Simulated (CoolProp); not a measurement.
R1132(E) along the isobar 0.878 MPa: density (kg/m³) from the reference equation and from simpler models built on Tc = 348.8 K, pc = 5.174 MPa, ω = 0.245; each cubic takes its own stable root.

Computed with CoolProp (reference Helmholtz-energy equation of state, Akasaka 2024).

| T (K) | phase | reference |
|---|---|---|
| 309.9 | gas | 24.11 |
| 316 | gas | 23.47 |
| 322.1 | gas | 22.88 |
| 328.3 | gas | 22.31 |
| 334.4 | gas | 21.78 |
| 340.5 | gas | 21.29 |
| 346.6 | gas | 20.82 |
| 352.7 | gas | 20.38 |
| 358.8 | gas | 19.95 |
| 364.9 | gas | 19.55 |
| 371 | gas | 19.17 |
| 377.1 | gas | 18.80 |
| 383.2 | gas | 18.45 |

### Question
How far does each simpler model (van der Waals, Redlich-Kwong, Soave-Redlich-Kwong) lie from the reference over these 13 states: mean and median of the absolute difference, and the worst?

### Answer
- van der Waals: mean 1.1 %, median 1.0 %, worst -2.6 % at 309.9 K and 0.878 MPa
- Redlich-Kwong: mean 0.3 %, median 0.2 %, worst -1.0 % at 309.9 K and 0.878 MPa
- Soave-Redlich-Kwong: mean 0.2 %, median 0.1 %, worst -0.5 % at 309.9 K and 0.878 MPa
